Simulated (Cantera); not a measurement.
A Cantera script and what it prints.

```python
import numpy as np
import cantera as ct

gas_names = [...]  # 123 gases of nasa_gas.yaml made of C, H, O, Si
cond_names = """
    C(gr) C6H6(L) C7H8(L) C8H18(L),n-octa H2O(s) H2O(L) Si(cr) Si(L) SiC(b) SiO2(Lqz) SiO2(hqz) SiO2(L)
""".split()


# ... load() reads the species with a 1 bar reference pressure and builds the phases ...
atoms = {
    'SiO2': {'Si': 1, 'O': 2},
    'CO': {'C': 1, 'O': 1},
    'H2': {'H': 2},
}
top_T = {'C(gr)': 4500, 'SiC(b)': 3050}  # K; cautious upper limits of use, not melting points


# ... equilibrate(T, P, feed) seeds the gas with the atoms and calls Mixture.equilibrate('TP', solver="vcs", rtol=1e-11, max_steps=5000) ...
results = []
feed = {'SiO2': 1, 'CO': 8.9, 'H2': 0.79}  # mol
P = 1333.22  # Pa
for T in [1250, 1300, 1350, 1400, 1450, 1500, 1550, 1600, 1650]:
    mix = equilibrate(T, P, feed)
    results.append((T, P, feed, dict(zip(mix.species_names, mix.species_moles))))

top = {s: max(r[3][s] / sum(r[3][g] for g in gas_names) for r in results) for s in gas_names}
cols = sorted((s for s in top if top[s] > 0.0001), key=lambda s: -top[s])[:9]
seen = [c for c in cond_names if any(r[3].get(c, 0) > 1e-12 for r in results)]
print("log10 of partial pressures in bar; condensed amounts in mol")
print(f"{'T/K':>10s}" + "".join(f"{s[:9]:>10s}" for s in cols + seen))
for T, P, feed, n in results:
    ng = sum(n[g] for g in gas_names)
    print(f"{T:10.4g}" + "".join(f"{np.log10(max(n[s] / ng * P / 1e5, 1e-99)):10.3f}" for s in cols)
          + "".join(f"{n.get(c, 0):10.4g}" for c in seen))
```

Output:

```
log10 of partial pressures in bar; condensed amounts in mol
       T/K        CO        H2       SiO       CO2       H2O         H     C(gr) SiO2(hqz)
      1250    -1.912    -2.964    -8.820    -5.841    -6.698    -7.798  0.001183         1
      1300    -1.912    -2.964    -7.725    -6.110    -6.916    -7.438 0.0006303         1
      1350    -1.912    -2.964    -6.712    -6.359    -7.118    -7.105 0.0002252    0.9999
      1400    -1.912    -2.964    -6.144    -6.219    -6.934    -6.795         0    0.9995
      1450    -1.912    -2.964    -5.811    -5.894    -6.569    -6.506         0    0.9989
      1500    -1.912    -2.964    -5.501    -5.590    -6.230    -6.237         0    0.9977
      1550    -1.912    -2.965    -5.211    -5.307    -5.913    -5.984         0    0.9955
      1600    -1.913    -2.966    -4.939    -5.042    -5.617    -5.747         0    0.9916
      1650    -1.913    -2.967    -4.685    -4.794    -5.340    -5.525         0     0.985
```

These are equilibrium values from Cantera (NASA tables, ideal gas, pure condensed phases), not measurements of a reactor. The tables hold silica as quartz up to 1696 K and as liquid above; real silica turns to tridymite and cristobalite and melts near 1996 K.
